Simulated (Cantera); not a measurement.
Feed: 1 mol TiO₂, 2 mol CH₄, 2 mol H₂, at 1323 K and 0.00470 bar.

Cantera equilibrium calculation (NASA polynomials, part measured and part estimated; ideal gas, pure solids and liquids). Candidate condensed phases: C, C₆H₆, C₇H₈, C₈H₁₈, H₂O, Ti, TiC, TiO, TiO₂, Ti₂O₃, Ti₃O₅, Ti₄O₇; 113 gas species. Mutual solubility and eutectic melting of coexisting phases are not modelled. TiC: taken at fixed stoichiometry. Kinetics and transport are ignored.

Base state: H₂ 0.811, CO 0.189, H₂O 3.04e-5, H 2.08e-5 (mole fractions); condensed: TiC(s) + Ti₂O₃(s).

Task: What changes in the equilibrium state with this change: temperature from 1323 K to 1698 K?

Result: 
```json
[
 {"species": "H₂", "before": "0.811", "after": "0.809"},
 {"species": "CO", "before": "0.189", "after": "0.189"},
 {"species": "H", "before": "2.08e-5", "after": "0.00190"},
 {"species": "H₂O", "before": "3.04e-5", "after": "4.45e-5"},
 {"species": "TiC(s), mol", "before": "0.600", "after": "0.600"},
 {"species": "Ti₂O₃(s), mol", "before": "0.200", "after": "0.200"}
]
```
